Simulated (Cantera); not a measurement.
A perfectly stirred reactor is fed with NO : N₂ = 1 : 0.26 (molar parts), at 0.0148 atm; it is held at 1800 K, and followed from long to short residence time.

Model: GRI-Mech 3.0 (53 species, 325 reactions), integrated in Cantera. Radical loss at walls, strong at low pressure, is not modelled.

Problem. What does this change do: N2 0.26 to 0.083 parts?

Solution. 
| quantity | before | after |
|---|---|---|
| x(NO) at τ = 14.0 s | 0.710 | 0.815 |
| x(NO₂) at τ = 14.0 s | 8.93e-5 | 0.000116 |
| x(N₂) at τ = 14.0 s | 0.248 | 0.130 |
| x(N₂O) at τ = 14.0 s | 0.000153 | 0.000196 |
| x(O₂) at τ = 14.0 s | 0.0414 | 0.0537 |
| x(NO) at τ = 0.140 s | 0.793 | 0.922 |
| x(NO₂) at τ = 0.140 s | 2.56e-5 | 3.20e-5 |
| x(N₂) at τ = 0.140 s | 0.207 | 0.0770 |
| x(N₂O) at τ = 0.140 s | 0.000130 | 0.000174 |
| x(O₂) at τ = 0.140 s | 0.000258 | 0.000359 |

Problem. What does this change do: pressure from 0.0148 atm to 1.00 atm?

Solution. 
| quantity | before | after |
|---|---|---|
| x(NO) at τ = 14.0 s | 0.710 | 0.237 |
| x(NO₂) at τ = 14.0 s | 8.93e-5 | 0.000688 |
| x(N₂) at τ = 14.0 s | 0.248 | 0.485 |
| x(N₂O) at τ = 14.0 s | 0.000153 | 2.22e-5 |
| x(O₂) at τ = 14.0 s | 0.0414 | 0.278 |
| x(NO) at τ = 0.140 s | 0.793 | 0.754 |
| x(NO₂) at τ = 0.140 s | 2.56e-5 | 0.000671 |
| x(N₂) at τ = 0.140 s | 0.207 | 0.226 |
| x(N₂O) at τ = 0.140 s | 0.000130 | 0.000234 |
| x(O₂) at τ = 0.140 s | 0.000258 | 0.0192 |
